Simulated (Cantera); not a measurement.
A perfectly stirred reactor is fed with CH4 : N2 = 1 : 3.1 (molar parts), at 12000 Pa; it is held at 1500 K, and followed from long to short residence time.

Model: GRI-Mech 3.0 (53 species, 325 reactions), integrated in Cantera. GRI-Mech 3.0 stops at C3 and has no aromatics, soot or wall deposition, so with more carbon than oxygen in the feed, carbon stays in small species such as C2H2 where larger ones or solid carbon would form.

### Question
What does this change do: pressure from 12000 Pa to 101000 Pa?

### Answer
| quantity | before | after |
|---|---|---|
| x(CH4) at τ = 5.70 s | 0.101 | 0.0634 |
| x(C2H) at τ = 5.70 s | 6.83e-9 | 3.88e-9 |
| x(CH2) at τ = 5.70 s | 6.69e-9 | 9.48e-10 |
| x(C2H2) at τ = 5.70 s | 0.0565 | 0.0686 |
| x(C2H6) at τ = 5.70 s | 3.81e-5 | 2.72e-5 |
| x(CH4) at τ = 0.130 s | 0.228 | 0.206 |
| x(C2H) at τ = 0.130 s | 5.67e-10 | 7.94e-10 |
| x(CH2) at τ = 0.130 s | 1.70e-8 | 3.31e-9 |
| x(C2H2) at τ = 0.130 s | 0.00372 | 0.0129 |
| x(C2H6) at τ = 0.130 s | 0.000274 | 0.000362 |

### Question
What does this change do: temperature 1500 to 1025 K?

### Answer
```csv
quantity,before,after
x(CH4) at τ = 5.70 s,0.101,0.244
x(C2H) at τ = 5.70 s,6.83e-9,<1e-12
x(CH2) at τ = 5.70 s,6.69e-9,<1e-12
x(C2H2) at τ = 5.70 s,0.0565,<1e-12
x(C2H6) at τ = 5.70 s,3.81e-5,2.14e-8
x(CH4) at τ = 0.130 s,0.228,0.244
x(C2H) at τ = 0.130 s,5.67e-10,<1e-12
x(CH2) at τ = 0.130 s,1.70e-8,<1e-12
x(C2H2) at τ = 0.130 s,0.00372,<1e-12
x(C2H6) at τ = 0.130 s,0.000274,1.97e-12
```
